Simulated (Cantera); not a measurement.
Charge: 1 mol MgO, 0.67 mol CH4, 0.027 mol CO, equilibrated at 5630 Torr.

Method: chemical equilibrium by Gibbs-energy minimisation in Cantera with the NASA 1993 tables (ideal gas, pure condensed phases). Candidate condensed phases: C, C6H6, C7H8, C8H18, H2O, Mg, MgCO3, MgO, Mg(OH)2; 116 gas species. The tables' values for MgH are old estimates; treat these amounts as uncertain. Rates play no part.

x: gas mole fraction; n: condensed amount in mol.

| T (K) | x H2 | x CO | x Mg | x CH4 | n C(graphite) | n MgO(s) |
|---|---|---|---|---|---|---|
| 1675 | 0.971 | 0.0199 | 9.18e-5 | 0.00852 | 0.658 | 1.000 |
| 1725 | 0.972 | 0.0202 | 0.000327 | 0.00708 | 0.660 | 1.000 |
| 1775 | 0.972 | 0.0209 | 0.00105 | 0.00593 | 0.660 | 0.999 |
| 1825 | 0.969 | 0.0228 | 0.00300 | 0.00499 | 0.658 | 0.996 |
| 1875 | 0.960 | 0.0272 | 0.00738 | 0.00419 | 0.653 | 0.989 |
| 1925 | 0.944 | 0.0354 | 0.0156 | 0.00349 | 0.641 | 0.977 |
| 1975 | 0.916 | 0.0492 | 0.0295 | 0.00286 | 0.620 | 0.955 |
| 2025 | 0.872 | 0.0708 | 0.0511 | 0.00227 | 0.583 | 0.919 |
| 2075 | 0.806 | 0.103 | 0.0836 | 0.00171 | 0.521 | 0.857 |
| 2125 | [?] | [?] | [?] | [?] | [?] | [?] |
| 2175 | 0.573 | 0.218 | 0.199 | 0.000684 | 0.187 | 0.524 |
| 2225 | 0.492 | 0.258 | 0.239 | 0.000305 | 0 | 0.334 |
| 2275 | 0.491 | 0.258 | 0.240 | [?] | 0 | 0.331 |
| 2325 | 0.490 | 0.258 | 0.240 | 6.15e-5 | 0 | 0.330 |

What belongs in the gaps?


- 2275, x CH4: 0.000135
- 2125, x H2: 0.710
- 2125, x CO: 0.150
- 2125, x Mg: 0.131
- 2125, x CH4: 0.00118
- 2125, n C(graphite): 0.409
- 2125, n MgO(s): 0.746
